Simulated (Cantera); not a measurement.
SiH2Cl2 + N2 + H2 (silicon nitride deposition)

Input: 1 mol SiH2Cl2, 5.1 mol N2, 1.1 mol H2, equilibrated at 1275 °C.

Method: chemical equilibrium by Gibbs-energy minimisation in Cantera with the NASA 1993 tables (ideal gas, pure condensed phases). Candidate condensed phases: NH4Cl, Si, Si3N4; 28 gas species. The tables' values for SiCl3, SiCl are old estimates; treat these amounts as uncertain. The numbers say what is thermodynamically allowed, not how fast it happens.

At 5.00e-5 bar the condensed part is Si(s). From 0.000260 bar to 1.00 bar the condensed part is Si3N4(s). The main Si-bearing gas is SiCl2 at 5.00e-5 bar and SiCl4 at 1.00 bar. The share of Si in condensed phases is highest at 1.00 bar (88.8 %) and lowest at 5.00e-5 bar (30.0 %).

| P (Pa) | x N2 | x H2 | x HCl | x SiCl2 | x SiCl4 | x SiCl3 | n Si(s) | n Si3N4(s) |
|---|---|---|---|---|---|---|---|---|
| 5 | 0.621 | 0.218 | 0.0741 | 0.0840 | 1.01e-6 | 0.000174 | 0.300 | 0 |
| 26 | 0.611 | 0.222 | 0.0821 | 0.0833 | 6.28e-6 | 0.000433 | 0 | 0.110 |
| 140 | 0.607 | 0.206 | 0.121 | 0.0642 | 6.15e-5 | 0.00119 | 0 | 0.161 |
| 710 | 0.602 | 0.189 | 0.163 | 0.0428 | 0.000406 | 0.00249 | 0 | 0.215 |
| 3700 | 0.598 | 0.176 | 0.197 | 0.0226 | 0.00176 | 0.00377 | 0 | 0.261 |
| 19000 | 0.598 | 0.170 | 0.214 | 0.00927 | 0.00454 | 0.00388 | 0 | 0.288 |
| 100000 | 0.599 | 0.171 | 0.216 | 0.00309 | 0.00805 | 0.00298 | 0 | 0.296 |
x: gas mole fraction; n: condensed amount in mol.
